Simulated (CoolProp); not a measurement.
Vapour-liquid equilibrium of propylene (1) + R22 (2) at 9.75 °C; x and y are mole fractions of (1).

Values from CoolProp's multi-fluid Helmholtz-energy mixture model, Lemmon 2013 and Kamei 1995; pair parameters Bell 2016.

Q: Give the bubble pressure and the first vapour's composition at x = 0.275, 0.35, 0.8. Is there an azeotrope?

A: x = 0.275: 0.7520 MPa, y = 0.324; x = 0.35: 0.7653 MPa, y = 0.395; x = 0.8: 0.7920 MPa, y = 0.793. y crosses x between x = 0.65 and 0.725: the model has an azeotrope there.

The pair parameters rest on a limited set of measurements; away from them the model extrapolates.
